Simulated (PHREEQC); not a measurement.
1 kg of water holding 0.04 mol NaCl and 0.09 mol KCl is evaporated at 25 °C; the solids stay in contact with the brine. The system is closed to CO2. Solids allowed: Halite, Sylvite. Others were left out.

Model: Pitzer model, pitzer.dat, run in PHREEQC.

| water left (kg) | ionic strength | water activity | Sylvite (mol) | Halite (mol) | Na in solution (mol/kgw) | Cl in solution (mol/kgw) | K in solution (mol/kgw) |
|---|---|---|---|---|---|---|---|
| 1 | 0.130 | 0.996 | 0 | 0 | 0.0400 | 0.130 | 0.0900 |
| 0.6755 | 0.192 | 0.994 | 0 | 0 | 0.0592 | 0.192 | 0.133 |
| 0.5552 | 0.234 | … | 0 | 0 | … | 0.234 | 0.162 |
| 0.375 | 0.347 | 0.989 | 0 | 0 | 0.107 | 0.347 | 0.240 |
| 0.3082 | 0.422 | 0.986 | 0 | 0 | 0.130 | 0.422 | 0.292 |
| 0.2082 | 0.624 | 0.980 | 0 | 0 | 0.192 | 0.624 | 0.432 |
| 0.1407 | 0.924 | 0.970 | 0 | 0 | … | 0.924 | 0.640 |
| 0.1156 | 1.12 | 0.964 | 0 | 0 | 0.346 | 1.12 | 0.778 |
| 0.07809 | 1.66 | 0.946 | 0 | 0 | 0.512 | 1.66 | 1.15 |
| 0.06418 | 2.03 | 0.934 | 0 | 0 | 0.623 | 2.03 | … |
| 0.04335 | 3.00 | 0.901 | 0 | 0 | 0.923 | 3.00 | 2.08 |
| 0.03564 | 3.65 | 0.879 | 0 | 0 | 1.12 | 3.65 | 2.53 |
| 0.02407 | 5.40 | 0.815 | 0 | 0 | 1.66 | 5.40 | 3.74 |
| 0.01627 | 5.79 | 0.796 | 0.0357 | 0 | 2.46 | 5.79 | 3.34 |
| 0.01337 | 6.05 | 0.783 | 0.0491 | 0 | 2.99 | 6.05 | 3.06 |
| 0.00903 | 6.80 | 0.744 | 0.0686 | 0 | 4.43 | 6.80 | 2.37 |
| 0.007426 | 7.20 | 0.722 | 0.0745 | 0.00208 | 5.11 | 7.20 | 2.09 |
| 0.005012 | 7.20 | 0.722 | 0.0795 | 0.0144 | 5.11 | 7.20 | 2.09 |

Question: Fill in the missing entries.

Answer: 
- 0.5552, water activity: 0.992
- 0.5552, Na in solution (mol/kgw): 0.0720
- 0.1407, Na in solution (mol/kgw): 0.284
- 0.06418, K in solution (mol/kgw): 1.40

Complexes and solids missing from the database can't appear.
